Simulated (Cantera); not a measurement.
Mixture: CH4 : C2H6 : C3H8 : O2 : N2 = 1 : 0.09 : 0.29 : 4.65 : 18.1 (molar parts), equivalence ratio 0.81, at 9.87 atm, adiabatic and at constant pressure. Ignition delay is the time to a rise of 400 K.

Computed with Cantera and GRI-Mech 3.0 (53 species, 325 reactions). GRI-Mech 3.0 was tuned for natural gas; its chemistry of propane as a main component is partial and can be far from experiment.

### Question
What does this change do: pressure from 9.87 atm to 1.00 atm?

### Answer
| quantity | before | after |
|---|---|---|
| delay at 1075 K | 6.93 ms | 53.7 ms |
| delay at 1125 K | 3.38 ms | 21.5 ms |
| delay at 1175 K | 1.67 ms | 8.71 ms |
| delay at 1225 K | 0.825 ms | 3.68 ms |
| delay at 1275 K | 0.414 ms | 1.65 ms |
| delay at 1325 K | 0.213 ms | 0.800 ms |
| apparent activation energy between 1225 and 1325 K | 180 kJ/mol | 210 kJ/mol |

### Question
What does this change do: pressure from 9.87 atm to 0.464 atm?

### Answer
```
quantity                                                before       after
--------------------------------------------------  ----------  ----------
delay at 1075 K                                        6.93 ms     90.4 ms
delay at 1125 K                                        3.38 ms     33.9 ms
delay at 1175 K                                        1.67 ms     13.2 ms
delay at 1225 K                                       0.825 ms     5.46 ms
delay at 1275 K                                       0.414 ms     2.45 ms
delay at 1325 K                                       0.213 ms     1.20 ms
apparent activation energy between 1225 and 1325 K  180 kJ/mol  200 kJ/mol
```
